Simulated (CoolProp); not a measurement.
n-nonane along the isobar 1510 kPa: fugacity coefficient from the reference equation and from simpler models built on Tc = 321.4 °C, pc = 2282 kPa, ω = 0.443; each cubic takes its own stable root.

Values from CoolProp's reference Helmholtz-energy equation of state, Lemmon 2006. It is a short technical equation, of lower accuracy than the large ones.

| T (°C) | phase | reference |
|---|---|---|
| 109.95 | liquid | 0.02115 |
| 129.65 | liquid | 0.03896 |
| 149.35 | liquid | 0.06654 |
| 169.05 | liquid | 0.1066 |
| 188.75 | liquid | 0.1614 |
| 208.55 | liquid | 0.2332 |
| 228.25 | liquid | 0.3224 |
| 247.95 | liquid | 0.4289 |
| 267.65 | liquid | 0.5514 |
| 287.45 | liquid | 0.6872 |
| 307.15 | gas | 0.7490 |
| 326.85 | gas | 0.7806 |

How far does each simpler model (van der Waals, Soave-Redlich-Kwong, Peng-Robinson) lie from the reference over these 12 states: mean and median of the absolute difference, and the worst?


- van der Waals: mean 210.5 %, median 105.0 %, worst +848.5 % at 109.95 °C and 1510 kPa
- Soave-Redlich-Kwong: mean 2.9 %, median 3.2 %, worst +4.3 % at 247.95 °C and 1510 kPa
- Peng-Robinson: mean 1.2 %, median 1.3 %, worst +1.9 % at 109.95 °C and 1510 kPa

At some of these states van der Waals gives the other phase, because its saturation line lies elsewhere.
